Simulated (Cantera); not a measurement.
Feed: 1 mol CH2F2, 0.13 mol F2, 0.96 mol H2, held at 1.33 mbar.

Cantera equilibrium calculation (NASA polynomials, part measured and part estimated; ideal gas, pure solids and liquids). Candidate condensed phases: C, C6H6, C7H8, C8H18; 95 gas species. Kinetics and transport are ignored.

Q: Which condensed phases are stable at each of these points (T (K)): 848, 1048, 1248, 1448, 1648, 1848, 2048, 2248, 2448, 2648, 2848, 3048, 3248?

A: 
```tsv
T (K)	condensed phases	C condensed (%)
848	C(graphite)	100.0
1048	C(graphite)	100.0
1248	C(graphite)	100.0
1448	C(graphite)	100.0
1648	C(graphite)	100.0
1848	C(graphite)	100.0
2048	C(graphite)	99.8
2248	C(graphite)	99.5
2448	C(graphite)	98.9
2648	C(graphite)	94.2
2848	C(graphite)	33.9
3048	gas only	0.0
3248	gas only	0.0
```

From 848 K to 2848 K the condensed part is C(graphite). From 3048 K to 3248 K nothing is condensed.
